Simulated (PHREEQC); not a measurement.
Make-up at 25 °C: 0.0014 mol Na2HAsO4, 0.00012 mol H2SO4 and 0.0057 mol NaCl per kg of water. Closed to the air; pH follows from the charge balance.

Model: ion-association model, wateq4f.dat, run in PHREEQC.

| quantity | before | after |
|---|---|---|
| pH | 7.71 | 7.69 |
| ionic strength (mol/kgw) | 0.00977 | 0.0126 |
| HAsO4-2 (mol/kgw) | 0.00116 | 0.00116 |
| H2AsO4- (mol/kgw) | 0.000241 | 0.000241 |
| NaSO4- (mol/kgw) | 3.32e-6 | 4.20e-6 |
| SI of Halite (NaCl) | -5.99 | -5.69 |
| SI of Mirabilite (Na2SO4:10H2O) | -7.22 | -7.01 |

Which change was made?
A) 0.0066 mol/kgw TMAH added
B) H2SO4 from 0.00012 to 0.0012 mol/kgw
C) H2SO4 from 0.00012 to 2.4e-05 mol/kgw
D) NaCl from 0.0057 to 0.00855 mol/kgw

D, NaCl from 0.0057 to 0.00855 mol/kgw

Precipitation was switched off in this run.
